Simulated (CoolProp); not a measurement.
Model: reference Helmholtz-energy equation of state, Lemmon 2006, in CoolProp. It is a short technical equation, of lower accuracy than the large ones.

Q: Give the vapour pressure (bar), vapour density (kg/m³), enthalpy of vaporisation (kJ/kg), liquid cp (kJ/(kg K)) of saturated CH3F (R41) at 188.6 K.

A: 
```csv
T (K),p (bar),vapour density (kg/m³),enthalpy of vaporisation (kJ/kg),liquid cp (kJ/(kg K))
188.6,0.711,1.60,496,2.06
```
